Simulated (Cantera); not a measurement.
Input: 1 mol Si, 1.8 mol NH3, 170 mol H2, 17 mol CO2, at 648.15 K and 0.100 bar.

These are equilibrium values from Cantera (NASA tables, ideal gas, pure condensed phases), not measurements of a reactor. The numbers say what is thermodynamically allowed, not how fast it happens.

| species | before | after |
|---|---|---|
| H2 | 0.683 | 0.833 |
| CO | 9.25e-5 | 0.0831 |
| H2O | 0.203 | 0.0726 |
| CH4 | 0.108 | 7.27e-6 |
| NH3 | 8.20e-5 | 1.27e-6 |
| CO2 | 0.000438 | 0.00609 |
| N2 | 0.00570 | 0.00472 |
| SiO2(α-quartz), mol | 1.00 | 0 |
| SiO2(β-quartz), mol | 0 | 1.00 |
Gas species are given as mole fractions.

Task: Which change was made?
(A) temperature from 648.15 K to 1150 K
(B) H2 from 170 to 12 mol
(C) pressure from 0.100 bar to 2.50 mbar
(D) NH3 from 1.8 to 0.16 mol

Result: A, temperature from 648.15 K to 1150 K. The tables hold silica as quartz up to 1696 K and as liquid above; real silica turns to tridymite and cristobalite and melts near 1996 K
